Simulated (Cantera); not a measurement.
A perfectly stirred reactor is fed with CH4 : N2 = 1 : 1.2 (molar parts), at 7900 Pa; it is held at 1498 K, and followed from long to short residence time.

Cantera simulation using GRI-Mech 3.0 (53 species, 325 reactions); the numbers are that mechanism's predictions, not measurements. GRI-Mech 3.0 stops at C3 and has no aromatics, soot or wall deposition, so with more carbon than oxygen in the feed, carbon stays in small species such as C2H2 where larger ones or solid carbon would form.

What does this change do: CH4 1 to 8.2 parts?


| quantity | before | after |
|---|---|---|
| x(CH4) at τ = 7.50 s | 0.165 | 0.255 |
| x(C2H4) at τ = 7.50 s | 0.00148 | 0.00306 |
| x(CH3) at τ = 7.50 s | 0.000188 | 0.000235 |
| x(C2H6) at τ = 7.50 s | 5.26e-5 | 7.90e-5 |
| x(C2H) at τ = 7.50 s | 1.04e-8 | 1.39e-8 |
| x(CH4) at τ = 41.0 ms | 0.448 | 0.851 |
| x(C2H4) at τ = 41.0 ms | 0.00162 | 0.00401 |
| x(CH3) at τ = 41.0 ms | 0.000431 | 0.000684 |
| x(C2H6) at τ = 41.0 ms | 0.000331 | 0.000822 |
| x(C2H) at τ = 41.0 ms | 8.41e-11 | 1.93e-10 |

What does this change do: CH4 1 to 0.72 parts?


| quantity | before | after |
|---|---|---|
| x(CH4) at τ = 7.50 s | 0.165 | 0.142 |
| x(C2H4) at τ = 7.50 s | 0.00148 | 0.00119 |
| x(CH3) at τ = 7.50 s | 0.000188 | 0.000175 |
| x(C2H6) at τ = 7.50 s | 5.26e-5 | 4.60e-5 |
| x(C2H) at τ = 7.50 s | 1.04e-8 | 9.51e-9 |
| x(CH4) at τ = 41.0 ms | 0.448 | 0.370 |
| x(C2H4) at τ = 41.0 ms | 0.00162 | 0.00124 |
| x(CH3) at τ = 41.0 ms | 0.000431 | 0.000375 |
| x(C2H6) at τ = 41.0 ms | 0.000331 | 0.000252 |
| x(C2H) at τ = 41.0 ms | 8.41e-11 | 6.62e-11 |
